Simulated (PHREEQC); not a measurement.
0.013 g of hydrous ferric oxide (600 m²/g; 0.2 weak and 0.005 strong sites per Fe, Dzombak-Morel constants, diffuse double layer) in 1 kg of water with 0.005 mol/kgw of an inert sodium salt and 1.4e-07 mol NaF and 4.7e-05 mol MnCl2, at 25 °C; the pH is set by adding NaOH or the inert anion's acid. No oxygen is let in. The system is closed to CO2. Nothing may precipitate in this run.

All values are PHREEQC results (ion-association model, wateq4f.dat), not measurements.

| pH | F sorbed (%) | Mn sorbed (%) | surface charge σ (C/m²) | surface potential ψ (mV) |
|---|---|---|---|---|
| 4 | 58.5 | 0.0 | 0.183 | 193 |
| 4.5 | 45.7 | 0.0 | 0.132 | 177 |
| 5 | 29.8 | 0.0 | 0.091 | 158 |
| 5.5 | ? | 0.0 | 0.060 | 137 |
| 6 | 7.2 | 0.2 | 0.038 | 114 |
| 6.5 | 2.9 | 0.8 | ? | ? |
| 7 | 1.1 | 1.8 | 0.014 | 65 |
| 7.5 | 0.4 | 4.5 | 0.008 | 42 |
| 8 | ? | 12.3 | 0.005 | 30 |
| 8.5 | 0.1 | 21.6 | 0.005 | 26 |
| 9 | 0.0 | 27.8 | 0.004 | 25 |
| 9.5 | 0.0 | 30.6 | 0.004 | 24 |
| 10 | 0.0 | 31.6 | 0.004 | 22 |
| 10.5 | 0.0 | 31.9 | 0.003 | 18 |
| 11 | 0.0 | 31.9 | ? | 10 |
| 11.5 | 0.0 | 31.8 | 0.000 | -2 |
| 12 | 0.0 | 31.3 | -0.006 | -21 |

Q: Fill in the missing entries.

A: 
- 5.5, F sorbed (%): 16.0
- 6.5, surface charge σ (C/m²): 0.023
- 6.5, surface potential ψ (mV): 90
- 8, F sorbed (%): 0.2
- 11, surface charge σ (C/m²): 0.002

Along this series the solution becomes supersaturated in solids that the run did not let form, among them Pyrochroite. Complexes and solids missing from the database can't appear.
